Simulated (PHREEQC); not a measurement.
Solution (4.8 °C): 0.093 mol CuCl2, 0.012 mol HNO3 and 0.0052 mol H3BO3 per kg of water. Closed to the air; pH follows from the charge balance.

The numbers come from PHREEQC with the ion-association model, phreeqc.dat.

This is a speciation only: nothing precipitates in the calculation.

**Question.** Estimate the pH, specific conductance.

**Answer.** pH 2.02; specific conductance 11800 µS/cm.

**Question.** In which forms is Cl present?

**Answer.** Cl- 97 %, CuCl+ 2.4 % of the Cl.

At this temperature some constants are extrapolated from 25 °C, and those without enthalpy data are left unchanged.
